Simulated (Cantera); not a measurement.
A perfectly stirred reactor is fed with H₂ : O₂ = 0.072 : 2.1 (molar parts), at 6.15 Torr; it is held at 1250 K, and followed from long to short residence time.

Cantera simulation using the H2/O2 subset of GRI-Mech 3.0, which has no nitrogen chemistry; the numbers are that mechanism's predictions, not measurements. Radical loss at walls, strong at low pressure, is not modelled.

x: mole fraction; the columns are a selection and need not sum to one.

```json
[
 {"τ (s)": "0.40", "x H₂": "0.000263", "x O₂": "0.955", "x H₂O": "0.0318", "x H₂O₂": "3.27e-8", "x O": "0.00998", "x OH": "0.00188", "x HO₂": "9.79e-7"},
 {"τ (s)": "0.15", "x H₂": "___", "x O₂": "0.950", "x H₂O": "0.0309", "x H₂O₂": "___", "x O": "___", "x OH": "___", "x HO₂": "___"},
 {"τ (s)": "0.059", "x H₂": "0.000698", "x O₂": "0.945", "x H₂O": "0.0299", "x H₂O₂": "3.90e-8", "x O": "0.0188", "x OH": "0.00272", "x HO₂": "1.28e-6"},
 {"τ (s)": "0.023", "x H₂": "0.00122", "x O₂": "0.942", "x H₂O": "0.0287", "x H₂O₂": "4.53e-8", "x O": "0.0210", "x OH": "0.00316", "x HO₂": "1.39e-6"},
 {"τ (s)": "0.0089", "x H₂": "0.00237", "x O₂": "0.942", "x H₂O": "0.0269", "x H₂O₂": "5.74e-8", "x O": "0.0208", "x OH": "0.00373", "x HO₂": "1.49e-6"},
 {"τ (s)": "0.0034", "x H₂": "___", "x O₂": "0.944", "x H₂O": "___", "x H₂O₂": "___", "x O": "___", "x OH": "0.00443", "x HO₂": "1.58e-6"},
 {"τ (s)": "0.0013", "x H₂": "0.0107", "x O₂": "0.949", "x H₂O": "0.0180", "x H₂O₂": "9.08e-8", "x O": "0.0136", "x OH": "0.00479", "x HO₂": "1.56e-6"}
]
```

Q: Some entries are withheld; supply them.

A: 
- 0.15, x H₂: 0.000433
- 0.15, x H₂O₂: 3.57e-8
- 0.15, x O: 0.0148
- 0.15, x OH: 0.00232
- 0.15, x HO₂: 1.15e-6
- 0.0034, x H₂: 0.00499
- 0.0034, x H₂O: 0.0237
- 0.0034, x H₂O₂: 7.62e-8
- 0.0034, x O: 0.0183
